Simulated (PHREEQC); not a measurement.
A solution holds 0.018 mol HF, 0.0072 mol NH4F and 0.00062 mol H2SiF6 per kg of water, at 25 °C. Closed to the air; pH follows from the charge balance.

The numbers come from PHREEQC with the ion-association model, phreeqc.dat.

Each row changes one thing in this solution. No solid was allowed to form.

```csv
case,pH,ionic strength (mol/kgw),HF (mol/kgw),F- (mol/kgw),HF2- (mol/kgw),H4SiO4 (mol/kgw),SI of Quartz (SiO2)
as made,2.77,0.00968,0.0169,0.00735,0.000477,3.84e-10,-5.43
HF from 0.018 to 0.0198 mol/kgw,2.73,0.00984,0.0185,0.00745,…,2.60e-10,-5.60
NH4F replaced by KF at the same molality,2.77,0.00968,0.0169,0.00735,0.000477,3.84e-10,-5.43
diluted 100-fold with water,3.80,0.000234,5.50e-5,0.000234,…,6.20e-6,-1.23
NH4F left out,2.41,0.00478,0.0149,0.00276,0.000158,4.73e-9,-4.34
0.0019 mol/kgw KOH added,2.88,0.0112,0.0154,0.00878,0.000518,3.86e-10,-5.43
0.0013 mol/kgw TMAH added,2.85,…,…,0.00831,0.000507,3.82e-10,-5.44
```

**Question.** Fill in the missing entries.

**Answer.** 
- HF from 0.018 to 0.0198 mol/kgw, HF2- (mol/kgw): 0.000529
- diluted 100-fold with water, HF2- (mol/kgw): 4.94e-8
- 0.0013 mol/kgw TMAH added, ionic strength (mol/kgw): 0.0107
- 0.0013 mol/kgw TMAH added, HF (mol/kgw): 0.0159

SiF6-2 is the database's only silicon fluoride.
